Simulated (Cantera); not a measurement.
Mixture: CH4 : C2H6 : C3H8 : O2 : N2 = 1 : 0.18 : 0.68 : 3.55 : 13.3 (molar parts), at 1.00 atm, adiabatic and at constant volume. Ignition delay is the time to a rise of 400 K.

Detailed kinetics in Cantera: GRI-Mech 3.0 (53 species, 325 reactions). GRI-Mech 3.0 was tuned for natural gas; its chemistry of propane as a main component is partial and can be far from experiment.

Task: At T0 = 1425 K, what is the delay, and which 7 reactions control it most (d ln τ / d ln k, from doubling and halving each rate constant)?

Result: The delay is 0.181 ms.
```json
[
 {"reaction": "C2H5 + CH3 (+M) <=> C3H8 (+M)", "d ln τ / d ln k": "-0.47", "faster rate": "shortens it"},
 {"reaction": "H + O2 <=> O + OH", "d ln τ / d ln k": "-0.31", "faster rate": "shortens it"},
 {"reaction": "CH3 + HO2 <=> CH3O + OH", "d ln τ / d ln k": "-0.28", "faster rate": "shortens it"},
 {"reaction": "C2H5 + O2 <=> C2H4 + HO2", "d ln τ / d ln k": "-0.26", "faster rate": "shortens it"},
 {"reaction": "C3H8 + H <=> C3H7 + H2", "d ln τ / d ln k": "0.23", "faster rate": "lengthens it"},
 {"reaction": "2 CH3 (+M) <=> C2H6 (+M)", "d ln τ / d ln k": "0.21", "faster rate": "lengthens it"},
 {"reaction": "CH3O + O2 <=> CH2O + HO2", "d ln τ / d ln k": "-0.18", "faster rate": "shortens it"}
]
```
